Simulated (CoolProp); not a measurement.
Saturation properties of neopentane.

Model: reference Helmholtz-energy equation of state, Lemmon 2006, in CoolProp. It is a short technical equation, of lower accuracy than the large ones.

```csv
T (K),p (bar),liquid density (kg/m³),vapour density (kg/m³)
283.3,1.037,600.5,3.327
292.2,1.412,590.9,4.442
301,1.876,581.2,5.808
309.9,2.456,571.1,7.499
318.8,3.162,560.6,9.551
327.7,[?],549.7,12.02
336.6,5.017,[?],14.98
345.5,6.199,526.4,18.50
354.4,7.574,513.8,22.69
363.3,9.161,500.4,27.67
372.2,10.98,[?],[?]
381.1,13.05,470.5,[?]
389.9,15.36,453.6,49.42
```

Fill in the missing entries.


- 327.7, p (bar): 4.010
- 336.6, liquid density (kg/m³): 538.3
- 372.2, liquid density (kg/m³): 486.0
- 372.2, vapour density (kg/m³): 33.63
- 381.1, vapour density (kg/m³): 40.80

It boils at 282.7 K under 1 atm.
